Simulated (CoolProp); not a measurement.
Isohexane at several states: fugacity coefficient from the reference equation and from simpler models built on Tc = 497.7 K, pc = 3043 kPa, ω = 0.280; each cubic takes its own stable root.

Values from CoolProp's reference Helmholtz-energy equation of state, Lemmon 2006. It is a short technical equation, of lower accuracy than the large ones.

```tsv
T (K)	p (kPa)	phase	reference	van der Waals	Redlich-Kwong	Soave-Redlich-Kwong	Peng-Robinson
430.8	5810	liquid	0.1806	0.2999	0.2224	0.1904	0.1806
447	12.9	gas	0.9979	0.9984	0.9980	0.9979	0.9978
241.4	9810	liquid	0.0002550	0.01799	0.0008862	0.0002630	0.0002681
496.4	142	gas	0.9838	0.9861	0.9840	0.9840	0.9822
126.3	4240	liquid	2.412e-11	6.304e-5	1.549e-10	3.395e-11	6.174e-11
```
